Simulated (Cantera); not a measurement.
What does this Cantera script print?

```python
import numpy as np
import cantera as ct

gas_names = """
    CL CL2 H HCL H2 N NH NH2 NH3 N2 N2H2 N2H4 Si SiCL SiCL2 SiCL3 SiCL4 SiH SiHCL3 SiH2 SiH2CL2 SiH3
    SiH3CL SiH4 SiN Si2 Si2N Si3
""".split()
cond_names = """
    NH4CL(a) NH4CL(b) Si(cr) Si(L) Si3N4(a)
""".split()


# ... load() reads the species with a 1 bar reference pressure and builds the phases ...
atoms = {
    'Si2Cl6': {'Si': 2, 'CL': 6},
    'NH3': {'N': 1, 'H': 3},
    'N2': {'N': 2},
}
top_T = {'Si3N4(a)': 2400}  # K; cautious upper limits of use, not melting points


# ... equilibrate(T, P, feed) seeds the gas with the atoms and calls Mixture.equilibrate('TP', solver="vcs", rtol=1e-11, max_steps=5000) ...
results = []
T = 1275  # K
P = 28000  # Pa
for m in [4.1, 5.2, 6.6, 8.4, 11, 14, 17, 22, 28, 35, 45, 57]:
    feed = {'Si2Cl6': 1, 'NH3': 0.12, 'N2': m}  # mol
    mix = equilibrate(T, P, feed)
    results.append((T, P, feed, dict(zip(mix.species_names, mix.species_moles))))

top = {s: max(r[3][s] / sum(r[3][g] for g in gas_names) for r in results) for s in gas_names}
cols = sorted((s for s in top if top[s] > 1e-06), key=lambda s: -top[s])[:5]
seen = [c for c in cond_names if any(r[3].get(c, 0) > 1e-12 for r in results)]
print("log10 of partial pressures in bar; condensed amounts in mol")
print(f"{'n(N2)':>10s}" + "".join(f"{s[:9]:>10s}" for s in cols + seen))
for T, P, feed, n in results:
    ng = sum(n[g] for g in gas_names)
    print(f"{feed['N2']:10.4g}" + "".join(f"{np.log10(max(n[s] / ng * P / 1e5, 1e-99)):10.3f}" for s in cols)
          + "".join(f"{n.get(c, 0):10.4g}" for c in seen))
```

Result:

```
log10 of partial pressures in bar; condensed amounts in mol
     n(N2)        N2     SiCL4       HCL     SiCL3        H2  Si3N4(a)
       4.1    -0.720    -1.152    -1.776    -2.920    -3.180    0.1917
       5.2    -0.687    -1.231    -1.851    -2.985    -3.302    0.1918
       6.6    -0.661    -1.314    -1.931    -3.052    -3.429     0.192
       8.4    -0.639    -1.402    -2.016    -3.122    -3.561     0.192
        11    -0.620    -1.505    -2.115    -3.202    -3.714    0.1921
        14    -0.606    -1.599    -2.206    -3.275    -3.854    0.1921
        17    -0.597    -1.677    -2.281    -3.334    -3.969     0.192
        22    -0.587    -1.781    -2.383    -3.414    -4.124    0.1919
        28    -0.580    -1.881    -2.481    -3.490    -4.271    0.1918
        35    -0.575    -1.974    -2.572    -3.561    -4.409    0.1917
        45    -0.570    -2.080    -2.676    -3.641    -4.565    0.1915
        57    -0.566    -2.180    -2.774    -3.717    -4.713    0.1913
```

Cantera equilibrium calculation (NASA polynomials, part measured and part estimated; ideal gas, pure solids and liquids). The feed counts by its element totals alone. The tables' values for SiCl3 are old estimates; treat these amounts as uncertain.
